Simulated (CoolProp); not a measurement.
Vapour-liquid equilibrium of R152A (1) + methanol (2) at 277.2 K; x and y are mole fractions of (1).

Values from CoolProp's multi-fluid Helmholtz-energy mixture model, Outcalt 1996 and de Reuck 1993; pair parameters Bell 2016.

| x | bubble pressure (MPa) | y at the bubble point | dew pressure at overall composition x (MPa) | liquid density (mol/L) |
|---|---|---|---|---|
| 0.05 | 0.07436 | 0.930 | 0.005491 | 24.44 |
| 0.15 | 0.1439 | 0.965 | 0.006132 | 23.10 |
| 0.25 | 0.1718 | 0.971 | 0.006944 | 21.84 |
| 0.35 | 0.1856 | 0.974 | 0.008007 | 20.66 |
| 0.45 | 0.1963 | 0.976 | 0.009458 | 19.55 |
| 0.55 | 0.2080 | 0.978 | 0.01155 | 18.51 |
| 0.65 | 0.2225 | 0.981 | 0.01485 | 17.52 |
| 0.75 | 0.2407 | 0.985 | 0.02078 | 16.58 |
| 0.85 | 0.2629 | 0.990 | 0.03460 | 15.68 |
| 0.95 | 0.2895 | 0.996 | 0.1030 | 14.81 |

No azeotrope shows between x = 0.05 and 0.95.

The pair parameters rest on a limited set of measurements; away from them the model extrapolates. With so large a gap from Raoult's law the liquid may split in two, which this calculation doesn't test in full.
